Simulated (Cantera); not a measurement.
A Cantera script and its output.

```python
import numpy as np
import cantera as ct

gas = ct.Solution("h2o2.yaml")
gas.TPX = 1498, 29000, {'H2': 1, 'O2': 0.208, 'N2': 0.783}
reactor = ct.IdealGasReactor(gas, energy="on", clone=False)
net = ct.ReactorNet([reactor])
net.rtol, net.atol = 1e-08, 1e-16
show = ['H2', 'O2', 'H2O2', 'O', 'HO2', 'OH']
times = np.geomspace(6e-06, 0.5, 11)

steps = ct.SolutionArray(gas, extra=["t"])
rows = []
print(f"{'t/s':>10s}{'T/K':>9s}{'P/Pa':>11s}" + "".join(f"{s:>11s}" for s in show))
for t in times:
    while net.time < t:
        t_next = net.step()
        steps.append(gas.state, t=t_next)
    rows.append([np.interp(t, steps.t, y) for y in (steps.T, steps.P, *steps(*show).X.T)])
    print(f"{t:10.3e}{rows[-1][0]:9.1f}{rows[-1][1]:11.4g}" + "".join(f"{x:11.3e}" for x in rows[-1][2:]))
rate = np.gradient(steps.T, steps.t)
print("integrator steps:", len(steps.t))
if steps.T.max() > steps.T[0] + 200:
    print(f"time of steepest temperature rise: {steps.t[rate.argmax()]:.4e} s")
gas.TPX = 1498, 29000, {'H2': 1, 'O2': 0.208, 'N2': 0.783}
gas.equilibrate("UV")
print(f"equilibrium (UV): T = {gas.T:.1f} K  " + "  ".join(f"{s} {gas[s].X[0]:.3e}" for s in show))
```

Result:

```
       t/s      T/K       P/Pa         H2         O2       H2O2          O        HO2         OH
 6.000e-06   1498.0    2.9e+04  5.023e-01  1.045e-01  1.090e-08  7.789e-08  5.603e-07  6.601e-08
 1.863e-05   1498.0    2.9e+04  5.022e-01  1.044e-01  8.355e-08  2.749e-06  1.917e-06  2.318e-06
 5.785e-05   1730.2  3.335e+04  2.278e-01  4.616e-03  2.251e-07  5.787e-03  1.054e-06  8.545e-03
 1.796e-04   2197.1  4.111e+04  2.558e-01  1.408e-03  6.285e-08  4.348e-03  3.518e-07  1.302e-02
 5.578e-04   2650.5   4.81e+04  2.866e-01  5.928e-04  3.362e-08  2.017e-03  3.209e-07  1.259e-02
 1.732e-03   2774.0  4.991e+04  2.946e-01  4.062e-04  3.607e-08  1.409e-03  3.062e-07  1.138e-02
 5.378e-03   2774.5  4.992e+04  2.946e-01  4.056e-04  3.609e-08  1.407e-03  3.061e-07  1.137e-02
 1.670e-02   2774.5  4.992e+04  2.946e-01  4.056e-04  3.609e-08  1.407e-03  3.061e-07  1.137e-02
 5.186e-02   2774.5  4.992e+04  2.946e-01  4.056e-04  3.609e-08  1.407e-03  3.061e-07  1.137e-02
 1.610e-01   2774.5  4.992e+04  2.946e-01  4.056e-04  3.609e-08  1.407e-03  3.061e-07  1.137e-02
 5.000e-01   2774.5  4.992e+04  2.946e-01  4.056e-04  3.609e-08  1.407e-03  3.061e-07  1.137e-02
integrator steps: 1165
time of steepest temperature rise: 5.0868e-05 s
equilibrium (UV): T = 2774.5 K  H2 2.946e-01  O2 4.056e-04  H2O2 3.609e-08  O 1.407e-03  HO2 3.061e-07  OH 1.137e-02
```

Detailed kinetics in Cantera: the H2/O2 subset of GRI-Mech 3.0, which has no nitrogen chemistry.
